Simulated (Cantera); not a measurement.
## Equilibrium for silicon nitride deposition: SiCl4 + NH3 + H2

Charge: 1 mol SiCl4, 0.14 mol NH3, 25 mol H2, held at 1125 °C.

These are equilibrium values from Cantera (NASA tables, ideal gas, pure condensed phases), not measurements of a reactor. Candidate condensed phases: NH4Cl, Si, Si3N4; 28 gas species. Mutual solubility and eutectic melting of coexisting phases are not modelled. The tables' values for SiCl3, SiCl are old estimates; treat these amounts as uncertain. Rates play no part.

```csv
P (Pa),x H2,x HCl,x SiCl2,x SiHCl3,n Si(s),n Si3N4(s)
5,0.878,0.0908,0.0277,9.61e-7,0.241,0
15,0.878,0.0908,0.0276,2.88e-6,0.241,0
45,0.879,0.0906,0.0275,8.58e-6,0.240,0
140,0.879,0.0903,0.0273,2.64e-5,0.240,0
410,0.881,0.0898,0.0270,7.58e-5,0.187,0.0168
1200,0.883,0.0887,0.0262,0.000213,0.149,0.0288
3700,0.885,0.0861,0.0247,0.000601,0.131,0.0330
11000,0.890,0.0815,0.0220,0.00151,0.117,0.0343
33000,0.896,0.0739,0.0179,0.00334,0.0958,0.0348
100000,0.905,0.0635,0.0131,0.00636,0.0589,0.0349
```
x: gas mole fraction; n: condensed amount in mol.

From 5.00 Pa to 1.40 mbar the condensed part is Si(s). From 4.10 mbar to 1.00 bar the condensed part is Si(s) + Si3N4(s). The main Si-bearing gas is SiCl2 throughout.
